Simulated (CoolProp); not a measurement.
Vapour-liquid equilibrium of o-xylene (1) + n-decane (2) at 0.00037 MPa; x and y are mole fractions of (1).

Model: multi-fluid Helmholtz-energy mixture model, Zhou 2012 and Lemmon 2006; pair parameters Bell 2016, in CoolProp.

### Question
Give the bubble temperature and the first vapour's composition at x = 0.125, 0.425, 0.95. Is there an azeotrope?

### Answer
x = 0.125: 29.7 °C, y = 0.407; x = 0.425: 20.3 °C, y = 0.796; x = 0.95: 11.4 °C, y = 0.990. No azeotrope shows between x = 0.05 and 0.95.

Pair parameters are fitted to limited data, so mixtures are less certain than the pure fluids.
